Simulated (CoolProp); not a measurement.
Properties of R404A along the isotherm 226.85 °C.

Values from CoolProp's reference Helmholtz-energy equation of state, Lemmon 2003. It is a pseudo-pure fit of the blend.

```csv
p (MPa),phase,isothermal compressibility (1/MPa),expansivity (1/kK),conductivity (mW/(m K))
0.667,gas,1.524,2.141,28.7
1.33,gas,0.7764,2.290,29.2
2,gas,0.5244,2.447,29.8
2.67,gas,0.3988,2.612,30.4
3.33,gas,0.3243,2.780,31.1
4,supercritical,0.2735,2.955,31.8
4.67,supercritical,0.2370,3.134,32.5
5.34,supercritical,0.2093,3.314,33.2
6,supercritical,0.1877,3.489,34.0
6.67,supercritical,0.1698,3.663,34.8
7.34,supercritical,0.1547,3.830,35.6
8,supercritical,0.1419,3.984,36.5
8.67,supercritical,0.1304,4.126,37.3
9.34,supercritical,0.1202,4.250,38.2
```

Thermal conductivity comes from a separate model (Geller 2001).
